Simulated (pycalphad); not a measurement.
Source of the numbers: pycalphad with the COST 507 light-alloy database (1999); pressure 1 atm. The database dates from 1999; later assessments differ in places, in temperatures and in the compounds included. Diffusion is slow at the low end, where real alloys seldom reach equilibrium.

Molar enthalpy of Y-0.65Si (at.%) in equilibrium (SER reference):

```csv
T (K),H (kJ/mol),phases
2450,91.27,liquid
2350,86.97,liquid
2250,82.67,liquid
2150,78.37,liquid
2050,74.07,liquid
1950,69.77,liquid
1850,65.47,liquid
1750,51.10,hcp + liquid
1650,43.36,hcp + liquid
1550,39.07,hcp + liquid
1450,33.94,hcp + SI3Y5
1350,30.50,hcp + SI3Y5
1250,27.12,hcp + SI3Y5
1150,23.82,hcp + SI3Y5
1050,20.60,hcp + SI3Y5
950,17.45,hcp + SI3Y5
850,14.38,hcp + SI3Y5
750,11.38,hcp + SI3Y5
650,8.45,hcp + SI3Y5
550,5.60,hcp + SI3Y5
```

Cooling from 1850 K to 1450 K, across the freezing range, releases 31.5 kJ/mol, or 356 J/g. The slope is 43 J/(mol K) in the liquid and 34 J/(mol K) just below the solidus, where it includes any heat of precipitation. Liquidus 1782 K, solidus 1528 K. Changes were sought between steps of 100 K, so a narrower field can be missed.

Database names, with the compositions (at.%) that they take in these runs: SI3Y5: Y 62 Si 37.
